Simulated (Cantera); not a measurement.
A perfectly stirred reactor is fed with CH3OH : O2 : N2 : CO2 = 1 : 2.42 : 9.44 : 0.31 (molar parts), equivalence ratio 0.62, at 0.680 bar; it is adiabatic with a 525 K inlet, and is followed from long to short residence time, starting on the burning branch (τ in s: 0.027, 0.012, 0.0055, 0.0025, 0.0011, 0.00051, 0.00023, 0.0001, 4.7e-05).

Cantera simulation using GRI-Mech 3.0 (53 species, 325 reactions); the numbers are that mechanism's predictions, not measurements. GRI-Mech 3.0 was tuned for natural gas; its chemistry of methanol as a main component is partial and can be far from experiment.

What does this change do: pressure from 0.680 bar to 5.00 bar?


```json
[
 {"quantity": "blow-out, bracketed by the residence times tried", "before": "burning at 0.510 ms, out at 0.230 ms", "after": "burning at 0.230 ms, out at 0.100 ms"},
 {"quantity": "x(CH3OH) at τ = 27.0 ms", "before": "7.72e-6", "after": "4.10e-6"},
 {"quantity": "x(O2) at τ = 27.0 ms", "before": "0.0675", "after": "0.0672"},
 {"quantity": "x(CO2) at τ = 27.0 ms", "before": "0.0936", "after": "0.0954"},
 {"quantity": "x(H2O) at τ = 27.0 ms", "before": "0.144", "after": "0.146"},
 {"quantity": "x(CO) at τ = 27.0 ms", "before": "0.00197", "after": "0.000379"},
 {"quantity": "x(CH3OH) at τ = 1.10 ms", "before": "7.33e-5", "after": "4.02e-5"},
 {"quantity": "x(O2) at τ = 1.10 ms", "before": "0.0714", "after": "0.0684"},
 {"quantity": "x(CO2) at τ = 1.10 ms", "before": "0.0840", "after": "0.0923"},
 {"quantity": "x(H2O) at τ = 1.10 ms", "before": "0.139", "after": "0.144"},
 {"quantity": "x(CO) at τ = 1.10 ms", "before": "0.0107", "after": "0.00321"}
]
```

What does this change do: pressure from 0.680 bar to 0.240 bar?


| quantity | before | after |
|---|---|---|
| blow-out, bracketed by the residence times tried | burning at 0.510 ms, out at 0.230 ms | burning at 1.10 ms, out at 0.510 ms |
| x(CH3OH) at τ = 27.0 ms | 7.72e-6 | 1.02e-5 |
| x(O2) at τ = 27.0 ms | 0.0675 | 0.0684 |
| x(CO2) at τ = 27.0 ms | 0.0936 | 0.0904 |
| x(H2O) at τ = 27.0 ms | 0.144 | 0.141 |
| x(CO) at τ = 27.0 ms | 0.00197 | 0.00487 |
| x(CH3OH) at τ = 1.10 ms | 7.33e-5 | 0.000171 |
| x(O2) at τ = 1.10 ms | 0.0714 | 0.0760 |
| x(CO2) at τ = 1.10 ms | 0.0840 | 0.0751 |
| x(H2O) at τ = 1.10 ms | 0.139 | 0.135 |
| x(CO) at τ = 1.10 ms | 0.0107 | 0.0188 |
